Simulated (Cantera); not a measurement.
Source: NASA polynomial tables (part measured, part estimated), evaluated in Cantera. Values are per mole of reaction as written; species without (g) are pure solids or liquids, kept so even where they would boil at 1 bar.

3 BF₃(g) + O₃(g) ⇌ 6 F(g) + B₃O₃F₃(g), with ΔH° = 1376.4 kJ and ΔS° = 293.3 J/K at 300 K.

### Question
How far is the shortcut ΔG° ≈ ΔH°(300 K) − T·ΔS°(300 K) from the full temperature-dependent value at 2823, 2848, 2873, 2898, 2923, 2948 K?

### Answer
```
T (K)  shortcut (kJ)  full (kJ)  difference (kJ)  difference in log10 K
-----  -------------  ---------  ---------------  ---------------------
2823           548.6      394.6            153.9                  -2.85
2848           541.3      385.4            155.8                  -2.86
2873           533.9      376.2            157.7                  -2.87
2898           526.6      366.9            159.6                  -2.88
2923           519.3      357.7            161.5                  -2.89
2948           511.9      348.5            163.4                  -2.90
```
The shortcut ignores the heat-capacity change of the reaction.
